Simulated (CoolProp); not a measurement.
R1336mzz(Z) along the isobar 101 kPa: Z from the reference equation and from simpler models built on Tc = 444.5 K, pc = 2904 kPa, ω = 0.386; each cubic takes its own stable root.

Values from CoolProp's reference Helmholtz-energy equation of state, McLinden 2020.

```csv
T (K),phase,reference
281.2,liquid,0.005033
289.7,liquid,0.004961
298.3,liquid,0.004897
315.4,gas,0.9537
324,gas,0.9585
332.6,gas,0.9627
341.2,gas,0.9662
349.7,gas,0.9693
358.3,gas,0.9721
366.9,gas,0.9745
375.4,gas,0.9766
384,gas,0.9785
392.6,gas,0.9802
401.1,gas,0.9817
```

**Question.** How far does each simpler model (van der Waals, Redlich-Kwong, Soave-Redlich-Kwong, Peng-Robinson) lie from the reference over these 14 states: mean and median of the absolute difference, and the worst?

**Answer.** 
- van der Waals: mean 4173.3 %, median 1.4 %, worst +19773.4 % at 298.3 K and 101 kPa
- Redlich-Kwong: mean 4123.2 %, median 0.8 %, worst +19565.1 % at 298.3 K and 101 kPa
- Soave-Redlich-Kwong: mean 4.0 %, median 0.4 %, worst +17.4 % at 281.2 K and 101 kPa
- Peng-Robinson: mean 1.0 %, median 0.3 %, worst +4.0 % at 281.2 K and 101 kPa

At some of these states van der Waals, Redlich-Kwong gives the other phase, because its saturation line lies elsewhere.
